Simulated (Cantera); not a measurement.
Feed: 1 mol SiH4, 0.65 mol HCl, 9.7 mol H2, 0.17 mol C3H8, equilibrated at 1948 K and 1.00 bar.

Equilibrium computed with Cantera from the NASA thermochemical tables; the gas is ideal and each condensed phase is pure. Mutual solubility and eutectic melting of coexisting phases are not modelled. The tables' values for SiCl3, SiCl are old estimates; treat these amounts as uncertain. Gases not in the tables: Si2H6 and higher silanes. Rates play no part.

```csv
species,before,after
H2,0.953,0.936
HCl,0.0407,0.0397
H,0.00110,0.0147
Si,2.32e-5,0.00422
SiCl2,0.00443,0.00429
CH4,2.00e-5,1.06e-7
Si2,2.12e-7,3.85e-5
Si2C,5.08e-7,9.23e-5
SiCl3,5.13e-5,3.63e-6
SiH,1.74e-5,0.000233
SiCl,3.72e-5,0.000494
"Si(l), mol",0.430,0.364
"SiC(s), mol",0.510,0.509
```
Gas species are given as mole fractions.

### Question
Name the change that produced these shifts.
(A) SiH4 replaced by SiCl4
(B) HCl from 0.65 to 0.39 mol
(C) temperature from 1948 K to 1723 K
(D) pressure from 1.00 bar to 0.00550 bar

### Answer
D, pressure from 1.00 bar to 0.00550 bar. The tables' values for SiCl are old estimates; treat these amounts as uncertain
